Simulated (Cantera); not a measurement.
Mixture: CH4 : CO : O2 : N2 = 1 : 1.2 : 3.88 : 14.6 (molar parts), equivalence ratio 0.67, at 6.60 bar, adiabatic and at constant pressure. Ignition delay is the time to a rise of 400 K.

Computed with Cantera and GRI-Mech 3.0 (53 species, 325 reactions).

Task: What does this change do: N2 14.6 to 11 parts?

Result: 
```json
[
 {"quantity": "delay at 1250 K", "before": "4.22 ms", "after": "3.40 ms"},
 {"quantity": "delay at 1400 K", "before": "0.647 ms", "after": "0.523 ms"},
 {"quantity": "delay at 1550 K", "before": "0.139 ms", "after": "0.114 ms"},
 {"quantity": "delay at 1700 K", "before": "40.8 µs", "after": "34.2 µs"},
 {"quantity": "delay at 1850 K", "before": "15.3 µs", "after": "13.0 µs"},
 {"quantity": "apparent activation energy between 1775 and 1925 K", "before": "170 kJ/mol", "after": "160 kJ/mol"}
]
```

Task: What does this change do: 0.089 parts H2 added?

Result: 
```csv
quantity,before,after
delay at 1250 K,4.22 ms,1.71 ms
delay at 1400 K,0.647 ms,0.365 ms
delay at 1550 K,0.139 ms,96.6 µs
delay at 1700 K,40.8 µs,32.3 µs
delay at 1850 K,15.3 µs,13.1 µs
apparent activation energy between 1775 and 1925 K,170 kJ/mol,160 kJ/mol
```

Task: What does this change do: CO 1.2 to 3.1 parts?

Result: 
```json
[
 {"quantity": "delay at 1250 K", "before": "4.22 ms", "after": "4.56 ms"},
 {"quantity": "delay at 1400 K", "before": "0.647 ms", "after": "0.652 ms"},
 {"quantity": "delay at 1550 K", "before": "0.139 ms", "after": "0.135 ms"},
 {"quantity": "delay at 1700 K", "before": "40.8 µs", "after": "39.3 µs"},
 {"quantity": "delay at 1850 K", "before": "15.3 µs", "after": "14.9 µs"},
 {"quantity": "apparent activation energy between 1775 and 1925 K", "before": "170 kJ/mol", "after": "160 kJ/mol"}
]
```
